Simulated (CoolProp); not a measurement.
Saturated liquid density (kg/m³) of trans-2-butene: the reference equation beside estimates from Tc = 155.5 °C, pc = 4.019 MPa, ω = 0.210.

Model: reference Helmholtz-energy equation of state, Lemmon 2005, in CoolProp. It is a short technical equation, of lower accuracy than the large ones.

```
T (°C)  reference  van der Waals  Redlich-Kwong  Peng-Robinson
------  ---------  -------------  -------------  -------------
-10.85      639.4          386.8          568.6          657.8
-0.95       628.5          380.5          557.6          646.8
8.95        617.3          373.8          546.0          635.1
18.85       605.8          367.0          533.9          622.7
28.75       594.0          359.8          521.2          609.4
38.55       581.9          352.4          507.9          595.4
48.45       569.2          344.5          493.9          580.3
58.35       556.0          336.2          479.0          564.1
68.25       542.0          327.5          463.3          546.6
78.15       527.3          318.2          446.5          527.6
88.05       511.5          308.2          428.6          506.8
97.95       494.5          297.5          409.2          484.0
107.85      475.8          285.7          388.1          458.7
```

Absolute difference from the reference over all 13 rows, mean and median: van der Waals 39.6 and 39.5 %, Redlich-Kwong 13.8 and 13.2 %, Peng-Robinson 2.1 and 2.3 %.
